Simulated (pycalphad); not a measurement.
All values are pycalphad results on the COST 507 light-alloy database (1999) (1 atm), not direct measurements. No gas phase is included, though pure Mg would boil below 1377 °C. The data set is of 1999 and partly superseded. Kinetics are ignored, which matters at the lower temperatures.

Molar enthalpy of Al-0.49Mg-1.26Si (at.%) in equilibrium (SER reference):

| T (°C) | H (kJ/mol) | phases |
|---|---|---|
| 1377 | 51.81 | LIQUID |
| 1277 | 48.64 | LIQUID |
| 1177 | 45.47 | LIQUID |
| 1077 | 42.30 | LIQUID |
| 977 | 39.13 | LIQUID |
| 877 | 35.96 | LIQUID |
| 777 | 32.79 | LIQUID |
| 727 | 31.20 | LIQUID |
| 677 | 29.62 | LIQUID |
| 577 | 16.08 | FCC_A1 + LIQUID |
| 527 | 14.31 | FCC_A1 + DIAMOND_A4 |
| 477 | 12.55 | FCC_A1 + DIAMOND_A4 + MG2SI |
| 377 | 9.33 | FCC_A1 + DIAMOND_A4 + MG2SI |
| 277 | 6.41 | FCC_A1 + DIAMOND_A4 + MG2SI |
| 177 | 3.69 | FCC_A1 + DIAMOND_A4 + MG2SI |
| 77 | 1.12 | FCC_A1 + DIAMOND_A4 + MG2SI |

Cooling from 677 °C to 527 °C, across the freezing range, releases 15.3 kJ/mol, or 567 J/g. The slope is 32 J/(mol K) in the liquid and 35 J/(mol K) just below the solidus, where it includes any heat of precipitation. Liquidus 650 °C, solidus 570 °C. Changes were sought between steps of 50 K, so a narrower field can be missed.

Database names, with the compositions (at.%) that they take in these runs: MG2SI: Mg 67 Si 33. FCC_A1 is fcc; DIAMOND_A4 is diamond (Si).
